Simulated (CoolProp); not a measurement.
Vapour-liquid equilibrium of carbon dioxide (1) + CH3F (R41) (2) at 230.9 K; x and y are mole fractions of (1).

Computed with CoolProp (multi-fluid Helmholtz-energy mixture model, Span 1996 and Lemmon 2006; pair parameters Bell 2016).

```tsv
x	bubble pressure (bar)	y at the bubble point	dew pressure at overall composition x (bar)	liquid density (mol/L)
0.05	5.466	0.078	5.397	23.59
0.2	[?]	0.284	5.779	23.86
0.35	[?]	0.458	6.203	24.16
0.5	7.093	0.613	6.682	24.48
0.65	[?]	0.750	7.241	[?]
0.8	[?]	0.870	7.928	25.14
0.95	[?]	0.971	8.844	25.46
```

Some entries are withheld; supply them.


- 0.2, bubble pressure (bar): 6.010
- 0.35, bubble pressure (bar): 6.543
- 0.65, bubble pressure (bar): 7.681
- 0.65, liquid density (mol/L): 24.80
- 0.8, bubble pressure (bar): 8.317
- 0.95, bubble pressure (bar): 9.002

No azeotrope shows between x = 0.05 and 0.95.

Pair parameters are fitted to limited data, so mixtures are less certain than the pure fluids.
